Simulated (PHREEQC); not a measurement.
Dissolve 4.9 mmol/kgw HF, 10 mmol/kgw NH4F and 3.6 mmol/kgw (NH4)2SiF6 at 25 °C. Closed to the air; pH follows from the charge balance.

Model: ion-association model, phreeqc.dat, run in PHREEQC.

No solid was allowed to form.

Problem. Estimate the pH, ionic strength.

Solution. pH 3.48; ionic strength 0.0212 mol/kgw.

Problem. In which forms is F present?

Solution. SiF6-2 59 %, F- 28 %, HF 12 %, HF2- 0.9 % of the F.

SiF6-2 is the database's only silicon fluoride.
